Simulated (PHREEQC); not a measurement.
Consider water at 56 °C with 0.011 mol HF, 0.00079 mol KF, 0.00059 mol H2SiF6 and 0.018 mol HCl per kg of water. Closed to the air; pH follows from the charge balance.

All values are PHREEQC results (ion-association model, wateq4f.dat), not measurements.

This is a speciation only: nothing precipitates in the calculation.

Task: Order these F species by the share of F that they hold, largest first: SiF6-2, F-, HF, HF2-, H2F2.

Result: HF (77 %), SiF6-2 (19 %), F- (2.0 %), H2F2 (1.5 %), HF2- (0.21 %)

The pH is 1.79 and the ionic strength 0.0198 mol/kgw. At this temperature some constants are extrapolated from 25 °C, and those without enthalpy data are left unchanged. SiF6-2 is the database's only silicon fluoride.
